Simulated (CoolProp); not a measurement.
Vapour-liquid equilibrium of carbon dioxide (1) + R134a (2) at -10.65 °C; x and y are mole fractions of (1).

The numbers come from the multi-fluid Helmholtz-energy mixture model, Span 1996 and Tillner-Roth 1994; pair parameters Bell 2016 in CoolProp.

```json
[
 {"x": "0.05", "bubble pressure, mixture model (kPa)": "284.5", "bubble pressure, Raoult's law (kPa)": "315.7", "y, mixture model": "0.329", "y, Raoult's law": "0.412"},
 {"x": "0.125", "bubble pressure, mixture model (kPa)": "433.9", "bubble pressure, Raoult's law (kPa)": "496.1", "y, mixture model": "0.581", "y, Raoult's law": "0.655"},
 {"x": "0.2", "bubble pressure, mixture model (kPa)": "597.5", "bubble pressure, Raoult's law (kPa)": "676.4", "y, mixture model": "0.713", "y, Raoult's law": "0.769"},
 {"x": "0.275", "bubble pressure, mixture model (kPa)": "770.4", "bubble pressure, Raoult's law (kPa)": "856.7", "y, mixture model": "0.791", "y, Raoult's law": "0.835"},
 {"x": "0.35", "bubble pressure, mixture model (kPa)": "948.5", "bubble pressure, Raoult's law (kPa)": "1037", "y, mixture model": "0.841", "y, Raoult's law": "0.877"},
 {"x": "0.425", "bubble pressure, mixture model (kPa)": "1129", "bubble pressure, Raoult's law (kPa)": "1217", "y, mixture model": "0.877", "y, Raoult's law": "0.908"},
 {"x": "0.5", "bubble pressure, mixture model (kPa)": "1309", "bubble pressure, Raoult's law (kPa)": "1398", "y, mixture model": "0.903", "y, Raoult's law": "0.930"},
 {"x": "0.575", "bubble pressure, mixture model (kPa)": "1489", "bubble pressure, Raoult's law (kPa)": "1578", "y, mixture model": "0.923", "y, Raoult's law": "0.947"},
 {"x": "0.65", "bubble pressure, mixture model (kPa)": "1670", "bubble pressure, Raoult's law (kPa)": "1758", "y, mixture model": "0.940", "y, Raoult's law": "0.961"},
 {"x": "0.725", "bubble pressure, mixture model (kPa)": "1853", "bubble pressure, Raoult's law (kPa)": "1939", "y, mixture model": "0.954", "y, Raoult's law": "0.972"},
 {"x": "0.8", "bubble pressure, mixture model (kPa)": "2041", "bubble pressure, Raoult's law (kPa)": "2119", "y, mixture model": "0.967", "y, Raoult's law": "0.982"},
 {"x": "0.875", "bubble pressure, mixture model (kPa)": "2239", "bubble pressure, Raoult's law (kPa)": "2299", "y, mixture model": "0.980", "y, Raoult's law": "0.989"},
 {"x": "0.95", "bubble pressure, mixture model (kPa)": "2450", "bubble pressure, Raoult's law (kPa)": "2480", "y, mixture model": "0.992", "y, Raoult's law": "0.996"}
]
```

The largest gap from Raoult's law is -12.5 % in bubble pressure, at x = 0.125. No azeotrope shows between x = 0.05 and 0.95.

Pair parameters are fitted to limited data, so mixtures are less certain than the pure fluids.
